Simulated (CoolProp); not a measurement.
A simple Rankine cycle with propylene: condensing at 299.15 K, boiler at 3.76 MPa, turbine inlet 368.7 K, turbine efficiency 0.6, pump efficiency 0.7, no recuperator. Each further row changes one setting.

Values from CoolProp's reference Helmholtz-energy equation of state, Lemmon 2013.

| case | thermal efficiency (%) | net work (kJ/kg) | heat in (kJ/kg) | turbine exit temperature (K) | volume ratio over the turbine |
|---|---|---|---|---|---|
| as stated | 6.7 | 26.2 | 389 | 314.8 | 3.55 |
| turbine inlet 388.7 K | 7.1 | 31.7 | 444 | 340.8 | 3.38 |
| condensing temperature 291.15 K | 7.7 | 31.7 | 410 | 307.7 | 4.37 |
| boiler pressure 2.63 MPa | 5.3 | 22.9 | 429 | 337.4 | 2.29 |
| turbine efficiency 0.5 | 5.3 | 20.6 | 389 | 317.7 | 3.61 |
